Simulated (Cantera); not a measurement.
Input: 1 mol CaCO₃, 0.66 mol H₂, 1.8 mol CO₂, at 750 Torr.

These are equilibrium values from Cantera (NASA tables, ideal gas, pure condensed phases), not measurements of a reactor. Candidate condensed phases: C, C₆H₆, C₇H₈, C₈H₁₈, Ca, CaCO₃, CaO, Ca(OH)₂, H₂O; 115 gas species. Equilibrium is a limit: real reactors are often held back by kinetics, nucleation or transport. All values below are at 827 °C.

Base state: CO₂ 0.535, H₂O 0.197, CO 0.197, H₂ 0.0715 (mole fractions); condensed: CaCO₃(calcite).

What changes in the equilibrium state with this change: 0.12 mol O₂ added?


```json
[
 {"species": "CO₂", "before": "0.535", "after": "0.606"},
 {"species": "H₂O", "before": "0.197", "after": "0.223"},
 {"species": "CO", "before": "0.197", "after": "0.125"},
 {"species": "H₂", "before": "0.0715", "after": "0.0454"},
 {"species": "CaCO₃(calcite), mol", "before": "1.00", "after": "1.00"}
]
```
